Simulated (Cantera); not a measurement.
**Chlorosilane synthesis and conversion: Si + Cl₂ + H₂**

Feed: 1 mol Si, 0.53 mol Cl₂, 11 mol H₂, equilibrated at 1673 K and 383 Torr.

These are equilibrium values from Cantera (NASA tables, ideal gas, pure condensed phases), not measurements of a reactor. Candidate condensed phases: Si; 19 gas species. The tables' values for SiCl₃ are old estimates; treat these amounts as uncertain. Gases not in the tables: Si₂H₆ and higher silanes. Equilibrium is a limit: real reactors are often held back by kinetics, nucleation or transport.

```
Item           Result
----------  ---------
x(H₂)           0.924
x(HCl)         0.0607
x(SiCl₂)       0.0144
x(SiCl₃)     0.000597
x(H)         0.000153
x(SiHCl₃)    0.000141
x(SiH₂Cl₂)    6.66e-5
x(SiCl₄)      5.18e-5
x(SiH₂)       1.02e-5
n(Si(s))    0.824 mol
gas amount  11.52 mol
```
